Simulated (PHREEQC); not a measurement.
**Leach liquor: speciation**

Consider water at 25 °C with 0.033 mol HCl and 3.4e-05 mol MnSO4 per kg of water. Closed to the air; pH follows from the charge balance.

The numbers come from PHREEQC with the ion-association model, wateq4f.dat.

Each row changes one thing in this solution. This is a speciation only: nothing precipitates in the calculation.

```json
[
 {"case": "as made", "pH": "1.54", "Mn+2 (mol/kgw)": "3.17e-5", "HSO4- (mol/kgw)": "2.14e-5", "SO4-2 (mol/kgw)": "1.26e-5", "MnCl+ (mol/kgw)": "2.25e-6", "MnCl2 (mol/kgw)": "2.29e-8", "SI of Pyrochroite (Mn(OH)2)": "-16.89"},
 {"case": "diluted 5-fold with water", "pH": "2.21", "Mn+2 (mol/kgw)": "6.67e-6", "HSO4- (mol/kgw)": "2.15e-6", "SO4-2 (mol/kgw)": "?", "MnCl+ (mol/kgw)": "1.29e-7", "MnCl2 (mol/kgw)": "3.12e-10", "SI of Pyrochroite (Mn(OH)2)": "-16.09"},
 {"case": "HCl replaced by FeCl2 at the same molality", "pH": "5.68", "Mn+2 (mol/kgw)": "3.07e-5", "HSO4- (mol/kgw)": "1.80e-9", "SO4-2 (mol/kgw)": "1.84e-5", "MnCl+ (mol/kgw)": "3.20e-6", "MnCl2 (mol/kgw)": "5.34e-8", "SI of Pyrochroite (Mn(OH)2)": "-8.74"},
 {"case": "0.0013 mol/kgw LiOH added", "pH": "1.56", "Mn+2 (mol/kgw)": "3.17e-5", "HSO4- (mol/kgw)": "2.11e-5", "SO4-2 (mol/kgw)": "1.29e-5", "MnCl+ (mol/kgw)": "2.25e-6", "MnCl2 (mol/kgw)": "2.29e-8", "SI of Pyrochroite (Mn(OH)2)": "-16.85"},
 {"case": "HCl from 0.033 to 0.0033 mol/kgw", "pH": "2.51", "Mn+2 (mol/kgw)": "3.36e-5", "HSO4- (mol/kgw)": "?", "SO4-2 (mol/kgw)": "2.71e-5", "MnCl+ (mol/kgw)": "3.52e-7", "MnCl2 (mol/kgw)": "4.46e-10", "SI of Pyrochroite (Mn(OH)2)": "-14.77"}
]
```

Complete the blanks.


- diluted 5-fold with water, SO4-2 (mol/kgw): 4.65e-6
- HCl from 0.033 to 0.0033 mol/kgw, HSO4- (mol/kgw): 6.79e-6
